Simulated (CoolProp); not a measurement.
The numbers come from the reference Helmholtz-energy equation of state, Fiedler 2023 in CoolProp.

**Question.** For tetrahydrofuran, give the phase and the Z, cv (kJ/(kg K)), speed of sound (m/s), isothermal compressibility (1/MPa) at 279.4 K and 0.447 MPa; 279.4 K and 1.41 MPa.

**Answer.** 
- 279.4 K and 0.447 MPa: liquid; Z 0.0154, cv 1.14, speed of sound 1370, isothermal compressibility 0.000857
- 279.4 K and 1.41 MPa: liquid; Z 0.0484, cv 1.14, speed of sound 1370, isothermal compressibility 0.000850
